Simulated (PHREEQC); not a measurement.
Solution (25 °C): 110 mmol/kgw ZnSO4, 4 mmol/kgw NaCl and 0.4 mmol/kgw H2SO4. Closed to the air; pH follows from the charge balance.

The numbers come from PHREEQC with the ion-association model, phreeqc.dat.

No solid was allowed to form.

Q: Order these Zn species by the share of Zn that they hold, largest first: ZnCl+, Zn(SO4)2-2, ZnSO4, Zn+2.

A: Zn+2 (50 %), ZnSO4 (37 %), Zn(SO4)2-2 (12 %), ZnCl+ (0.15 %)

The pH is 3.54 and the ionic strength 0.226 mol/kgw. Complexes and solids missing from the database can't appear.
